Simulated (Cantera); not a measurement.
A Cantera script and its output.

```python
import numpy as np
import cantera as ct

surf = ct.Interface("diamond.yaml", "diamond_100")
gas, bulk = surf.adjacent["gas"], surf.adjacent["diamond"]
k = surf.kinetics_species_index(bulk.species_names[0])
cover = ["c6HH", "c6H*", "c6*H", "c6**", "c6HM", "c6B"]

rows, drift = [], 0.0
print(f"{'xH':>10s}{'um/h':>11s}" + "".join(f"{s:>11s}" for s in cover))
for v in [0.0001, 0.00023, 0.00055, 0.0013, 0.003, 0.0071, 0.017, 0.039, 0.093]:
    T, P, xH, xCH3 = 948, 30000, v, 0.00021
    gas.TPX = T, P, {"H": xH, "CH3": xCH3, "CH4": 0.0023, "H2": 1 - xH - xCH3 - 0.0023}
    surf.TP = bulk.TP = T, P
    surf.coverages = "c6H*:0.1, c6HH:0.9"
    surf.advance_coverages(100.0)
    before = surf.coverages
    surf.advance_coverages(100.0)
    drift = max(drift, np.max(np.abs(surf.coverages - before) / (surf.coverages + 1e-9)))
    rate = surf.net_production_rates[k] * bulk.mean_molecular_weight / bulk.density * 3.6e9
    rows.append([rate, *surf[cover].coverages])
    print(f"{v:10.4g}{rate:11.4e}" + "".join(f"{x:11.3e}" for x in rows[-1][1:]))
```

Result:

```
        xH       um/h       c6HH       c6H*       c6*H       c6**       c6HM        c6B
    0.0001 7.9628e+00  2.859e-01  5.531e-03  1.321e-01  1.302e-03  4.424e-01  2.161e-08
   0.00023 1.2990e+01  3.905e-01  8.031e-03  1.918e-01  2.643e-03  3.129e-01  3.525e-08
   0.00055 1.8266e+01  4.955e-01  1.052e-02  2.507e-01  4.208e-03  1.837e-01  4.957e-08
    0.0013 2.2039e+01  5.688e-01  1.227e-02  2.916e-01  5.383e-03  9.366e-02  5.980e-08
     0.003 2.4137e+01  6.090e-01  1.331e-02  3.139e-01  6.055e-03  4.442e-02  6.550e-08
    0.0071 2.5228e+01  6.292e-01  1.402e-02  3.249e-01  6.422e-03  1.961e-02  6.846e-08
     0.017 2.5802e+01  6.383e-01  1.481e-02  3.294e-01  6.645e-03  8.364e-03  7.002e-08
     0.039 2.6249e+01  6.420e-01  1.618e-02  3.301e-01  6.862e-03  3.700e-03  7.123e-08
     0.093 2.7092e+01  6.435e-01  1.926e-02  3.279e-01  7.256e-03  1.593e-03  7.351e-08
```

Model: the Harris–Goodwin 1993 mechanism for the reconstructed diamond (100) surface, integrated in Cantera.
